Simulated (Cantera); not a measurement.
Charge: 1 mol CO2, 0.082 mol H2O, 6.2 mol H2, at 848 K and 1.65 Torr.

These are equilibrium values from Cantera (NASA tables, ideal gas, pure condensed phases), not measurements of a reactor. Candidate condensed phases: C, C6H6, C7H8, C8H18, H2O; 110 gas species. Rates play no part.

Problem. What is the equilibrium state?

Solution. 
```json
{
  "x(H2)": "0.756",
  "x(H2O)": "0.107",
  "x(CO)": "0.0956",
  "x(CO2)": "0.0418",
  "x(CH4)": "8.84e-6",
  "gas_amount": "7.282 mol",
  "log10 activity of C(graphite) (absent)": "-1.96"
}
```
